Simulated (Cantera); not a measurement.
Feed: 1 mol SiCl₄, 0.011 mol Cl₂, 970 mol H₂, equilibrated at 0.100 bar.

Cantera equilibrium calculation (NASA polynomials, part measured and part estimated; ideal gas, pure solids and liquids). Candidate condensed phases: Si; 19 gas species. The numbers say what is thermodynamically allowed, not how fast it happens.

Q: At 1300 K, list the 3 most abundant gas species with their mole fractions, and the condensed phases.

A: H₂ 0.996, HCl 0.00404, SiCl₂ 4.38e-5. Condensed: Si(s).
